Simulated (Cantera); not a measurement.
## Silicon carbide growth: CH3SiCl3 + HCl + H2

Input: 1 mol CH3SiCl3, 1.3 mol HCl, 54 mol H2, held at 3.30 mbar.

These are equilibrium values from Cantera (NASA tables, ideal gas, pure condensed phases), not measurements of a reactor. Candidate condensed phases: C, C6H6, C7H8, C8H18, Si, SiC; 109 gas species. The feed counts by its element totals alone. The tables' values for SiCl are old estimates; treat these amounts as uncertain. Gases not in the tables: Si2H6 and higher silanes. Rates play no part.

| T (K) | log p H2 | log p H | log p HCl | log p Cl | log p Si | n C(graphite) | n SiC(s) |
|---|---|---|---|---|---|---|---|
| 1875 | -2.52 | -4.44 | -3.63 | -5.67 | -6.52 | 0.00361 | 0.962 |
| 1975 | -2.53 | -4.13 | -3.64 | -5.36 | -5.79 | 0.00409 | 0.924 |
| 2075 | -2.54 | -3.84 | -3.65 | -5.09 | -5.14 | 0.0634 | 0.785 |
| 2175 | -2.56 | -3.59 | -3.68 | -4.85 | -4.54 | 0.387 | 0.259 |
| 2275 | -2.59 | -3.36 | -3.71 | -4.63 | -4.39 | 0.393 | 0 |
| 2375 | -2.63 | -3.17 | -3.76 | -4.44 | -4.40 | 0.103 | 0 |
| 2475 | -2.69 | -2.99 | -3.83 | -4.28 | -4.42 | 0 | 0 |
| 2575 | -2.78 | -2.85 | -3.94 | -4.16 | -4.44 | 0 | 0 |
log p: log10 of the partial pressure in bar; n: condensed amount in mol.

From 1875 K to 2175 K the condensed part is C(graphite) + SiC(s). From 2275 K to 2375 K the condensed part is C(graphite). From 2475 K to 2575 K nothing is condensed. The main Si-bearing gas is SiCl2 at 1875 K and Si at 2575 K.
